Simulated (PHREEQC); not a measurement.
Spent oxide etchant: an equilibrium model

Solution (25 °C): 1.3 mmol/kgw HF and 8.9 mmol/kgw H2SiF6. It is in equilibrium with CO2 at log p = -1 (atm). Otherwise closed; pH follows from the charge balance.

All values are PHREEQC results (ion-association model, phreeqc.dat), not measurements.

Each row changes one thing in this solution. Precipitation was switched off in this run.

```tsv
case	pH	ionic strength (mol/kgw)	HF (mol/kgw)	F- (mol/kgw)	HF2- (mol/kgw)	HCO3- (mol/kgw)
as made	1.83	0.0251	0.00476	0.000252	4.61e-6	1.18e-7
HF replaced by NaF at the same molality	1.86	0.0251	0.00466	0.000267	4.78e-6	1.27e-7
H2SiF6 replaced by NaHF2 at the same molality	3.14	0.00965	0.00909	(withheld)	0.000325	2.31e-6
temperature from 25 to 20 °C	1.82	0.0254	0.00418	0.000239	(withheld)	1.25e-7
HF left out	1.84	0.0246	0.00453	0.000244	(withheld)	1.20e-7
0.00042 mol/kgw NaCl added	1.83	0.0255	0.00476	0.000253	4.61e-6	1.18e-7
HF from 0.0013 to 0.00117 mol/kgw	1.83	0.0250	0.00474	0.000251	4.57e-6	1.18e-7
```

What belongs in the gaps?


- H2SiF6 replaced by NaHF2 at the same molality, F- (mol/kgw): 0.00932
- temperature from 25 to 20 °C, HF2- (mol/kgw): 3.67e-6
- HF left out, HF2- (mol/kgw): 4.25e-6

Species that the database lacks are ignored. Some of these states are supersaturated (in Quartz (slow to form), Chalcedony (slow to form), for instance). SiF6-2 is the database's only silicon fluoride.
